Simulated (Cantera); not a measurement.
A perfectly stirred reactor is fed with CO : O2 : H2O : N2 = 0.0052 : 0.0089 : 0.021 : 1 (molar parts), at 100.0 Torr; it is held at 1375 K, and followed from long to short residence time.

Cantera simulation using GRI-Mech 3.0 (53 species, 325 reactions); the numbers are that mechanism's predictions, not measurements.

Problem. What does this change do: H2O 0.021 to 0.0037 parts?

Solution. 
```csv
quantity,before,after
x(CO) at τ = 1.00 s,0.000134,0.000246
x(O2) at τ = 1.00 s,0.00616,0.00626
x(H2O) at τ = 1.00 s,0.0201,0.00351
x(OH) at τ = 1.00 s,0.000171,0.000103
x(NO2) at τ = 1.00 s,3.13e-11,8.54e-11
x(CO) at τ = 51.0 ms,0.000822,0.00136
x(O2) at τ = 51.0 ms,0.00662,0.00670
x(H2O) at τ = 51.0 ms,0.0194,0.00312
x(OH) at τ = 51.0 ms,0.000357,0.000196
x(NO2) at τ = 51.0 ms,1.13e-11,3.33e-11
```
